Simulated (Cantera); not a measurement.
**Ignition delay**

Mixture: H₂ : O₂ : N₂ = 1 : 0.714 : 2.69 (molar parts), at 0.520 bar, adiabatic and at constant pressure. Ignition delay is the time to a rise of 400 K.

Cantera simulation using the H2/O2 subset of GRI-Mech 3.0, which has no nitrogen chemistry; the numbers are that mechanism's predictions, not measurements. Below about 950 K walls govern HO2 and H2O2 in real vessels. Where the delays flatten at high temperature, the 400 K rule measures the pace of heat release, not the induction time.

```json
[
 {"T0 (K)": "898", "delay (ms)": "19.8"},
 {"T0 (K)": "998", "delay (ms)": "0.371"},
 {"T0 (K)": "1098", "delay (ms)": "0.163"},
 {"T0 (K)": "1198", "delay (ms)": "0.0975"},
 {"T0 (K)": "1298", "delay (ms)": "0.0699"},
 {"T0 (K)": "1398", "delay (ms)": "0.0579"},
 {"T0 (K)": "1498", "delay (ms)": "0.0539"}
]
```
